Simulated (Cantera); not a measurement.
Cantera run:

```python
import numpy as np
import cantera as ct

gas_names = """
    O2 S2
""".split()
cond_names = """
    Na(L) Na2O(c) Na2O2(b) Na2S(1) Na2SO4(I)
""".split()


def load(file, names, dense=False):
    # The tables refer to 1 bar. Condensed volumes are neglected.
    table = {s.name: s for s in ct.Species.list_from_file(file)}
    out = []
    for n in names:
        d = dict(table[n].input_data)
        d["thermo"] = dict(d["thermo"], **{"reference-pressure": 1e5})
        if dense:
            d["equation-of-state"] = {"model": "constant-volume", "density": "1e6 g/cm^3"}
        out.append(ct.Species.from_dict(d))
    return out


species = {s.name: s for s in load("nasa_gas.yaml", gas_names) + load("nasa_condensed.yaml", cond_names)}
T = 925
g = {n: (s.thermo.h(T) - T * s.thermo.s(T)) / (ct.gas_constant * T * np.log(10)) for n, s in species.items()}
valid = cond_names  # the entries whose range holds T


def stable(la, lb):
    # potentials (over RT ln 10) of the two non-metals from log10 p(O2) and log10 p(S2) in bar
    mu = {}
    mu["O"] = (g["O2"] + la) / 2
    mu["S"] = (g["S2"] + lb) / 2
    cost = {}
    for n in valid:
        c = species[n].composition
        cost[n] = (g[n] - sum(c.get(e, 0) * m for e, m in mu.items())) / c["Na"]
    return min(cost, key=cost.get)


results = []
for lb in [0, -1.9, -3.8, -5.6, -7.5, -9.4, -11.2, -13.1, -15]:
    row = [stable(la, lb) for la in [-44, -41.1, -38.1, -35.2, -32.3, -29.3, -26.4, -23.5, -20.5, -17.6, -14.7, -11.7, -8.8, -5.9, -2.9, 0]]
    results.append(row)
    print(f"{lb:6.1f}  " + " ".join(f"{valid.index(n):x}" for n in row))
print("key: " + ", ".join(f"{i:x} {n}" for i, n in enumerate(valid)))
```

It prints:

```
   0.0  3 3 3 3 3 3 3 3 3 4 4 4 4 4 4 4
  -1.9  3 3 3 3 3 3 3 3 3 4 4 4 4 4 4 4
  -3.8  3 3 3 3 3 3 3 3 3 4 4 4 4 4 4 4
  -5.6  3 3 3 3 3 3 3 3 3 4 4 4 4 4 4 4
  -7.5  3 3 3 3 3 3 3 3 3 4 4 4 4 4 4 4
  -9.4  3 3 3 3 3 3 3 3 3 4 4 4 4 4 4 4
 -11.2  3 3 3 3 3 3 3 3 3 4 4 4 4 4 4 4
 -13.1  3 3 3 3 3 3 3 3 3 4 4 4 4 4 4 4
 -15.0  3 3 3 3 3 3 3 3 3 4 4 4 4 4 4 4
key: 0 Na(L), 1 Na2O(c), 2 Na2O2(b), 3 Na2S(1), 4 Na2SO4(I)
```

Cantera with NASA thermochemical tables; ideal gases at 1 bar, condensed phases pure. Not in the tables: pyrosulfates. Part of the grid cannot be reached: there another gas would pass 10 bar, or a non-metal would condense.
